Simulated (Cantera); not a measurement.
**Ammonia decomposition in nitride growth gas**

An isothermal, constant-pressure homogeneous reactor starts with NH3 : N2 = 1 : 1.1 (molar parts), at 1623 K and 0.0168 atm.

Cantera simulation using the gas-phase N/H chemistry of the illustrative SiF4/NH3 mechanism in the Surface Chemkin manual (1991); the numbers are that mechanism's predictions, not measurements. Walls and surfaces, which speed up NH3 decomposition in real reactors, are not modelled.

| t (s) | x NH3 | x NH2 | x N2 | x N2H4 | x NH |
|---|---|---|---|---|---|
| 8.00e-6 | 0.476 | 5.32e-9 | 0.524 | <1e-12 | <1e-12 |
| 6.17e-5 | 0.476 | 5.86e-8 | 0.524 | <1e-12 | <1e-12 |
| 0.000476 | 0.476 | 4.98e-7 | 0.524 | <1e-12 | 3.17e-12 |
| 0.00367 | 0.476 | 3.88e-6 | 0.524 | 5.03e-12 | 4.37e-10 |
| 0.0283 | 0.476 | 2.99e-5 | 0.524 | 3.16e-10 | 3.63e-8 |
| 0.218 | 0.475 | 0.000173 | 0.524 | 1.06e-8 | 5.94e-7 |
| 1.68 | 0.461 | 0.000176 | 0.524 | 1.10e-8 | 9.56e-7 |
| 13.0 | 0.377 | 0.000134 | 0.522 | 6.42e-9 | 1.16e-6 |
| 100 | 0.135 | 5.96e-5 | 0.518 | 1.26e-9 | 7.43e-7 |
x: mole fraction; the columns are a selection and need not sum to one.

Equilibrium at this temperature and pressure: NH3 1.78e-7, NH2 3.31e-10, N2 0.516, N2H4 <1e-12, NH 1.79e-11 (gas phase only).
